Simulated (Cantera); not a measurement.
A closed system holds: 1 mol CCl₄, 4.3 mol H₂, equilibrated at 2300 K and 2.40 Pa.

Method: chemical equilibrium by Gibbs-energy minimisation in Cantera with the NASA 1993 tables (ideal gas, pure condensed phases). Candidate condensed phases: C, C₆H₆, C₇H₈, C₈H₁₈; 91 gas species. Kinetics and transport are ignored.

Base state: H 0.557, Cl 0.302, H₂ 0.0796, HCl 0.0598, C₃ 0.000697, C 0.000349, C₂H₂ (acetylene) 0.000344, C₂H 0.000109 (mole fractions); condensed: C(graphite).

Problem. What changes in the equilibrium state with this change: temperature from 2300 K to 675 K?

Solution. 
```json
[
 {"species": "HCl", "before": "0.0598", "after": "0.635"},
 {"species": "H₂", "before": "0.0796", "after": "0.365"},
 {"species": "CH₄", "before": "<1e-9", "after": "4.67e-5"},
 {"species": "H", "before": "0.557", "after": "<1e-9"},
 {"species": "Cl", "before": "0.302", "after": "<1e-9"},
 {"species": "C₃", "before": "0.000697", "after": "<1e-9"},
 {"species": "C", "before": "0.000349", "after": "<1e-9"},
 {"species": "C₂H₂ (acetylene)", "before": "0.000344", "after": "<1e-9"},
 {"species": "C(graphite), mol", "before": "0.961", "after": "1.000"}
]
```

Problem. What changes in the equilibrium state with this change: H₂ from 4.3 to 0.31 mol?

Solution. 
```tsv
species	before	after
Cl	0.302	0.863
H	0.557	0.102
HCl	0.0598	0.0313
H₂	0.0796	0.00266
C₂H₂ (acetylene)	0.000344	1.15e-5
C₂H	0.000109	1.99e-5
C	0.000349	0.000349
C₂	6.19e-5	6.19e-5
C₃	0.000697	0.000697
C(graphite), mol	0.961	0.988
```
